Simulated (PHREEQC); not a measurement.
Consider water at 20 °C with 0.022 mol KH2PO4, 0.17 mol H2SO4 and 5.4e-06 mol H4SiO4 per kg of water. Closed to the air; pH follows from the charge balance.

The numbers come from PHREEQC with the ion-association model, wateq4f.dat.

This is a speciation only: nothing precipitates in the calculation.

Task: Predict the pH, activity of water.

Result: pH 0.85; activity of water 0.993.

Task: In which forms is P present?

Result: H3PO4 93 %, H2PO4- 6.7 % of the P.

H3PO4, which wateq4f.dat lacks, is added to it with the constant of phreeqc.dat.
